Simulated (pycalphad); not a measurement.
Source of the numbers: pycalphad with the COST 507 light-alloy database (1999); pressure 1 atm. The data set is of 1999 and partly superseded. Diffusion is slow at the low end, where real alloys seldom reach equilibrium.

Question: How does the equilibrium phase assembly of Si-0.4514Cu (wt.%) change on cooling from 1577 °C to 227 °C?

Answer: 
```
T (°C)           phases above                phases below
------  ---------------------  --------------------------
1412.9                 liquid       diamond (Si) + liquid
800.5   diamond (Si) + liquid  CU19SI6_ETA + diamond (Si)
```
Changes were sought between steps of 50 K, so a narrower field can be missed.

Database names, with the compositions (at.%) that they take in these runs: CU19SI6_ETA: Cu 76 Si 24.
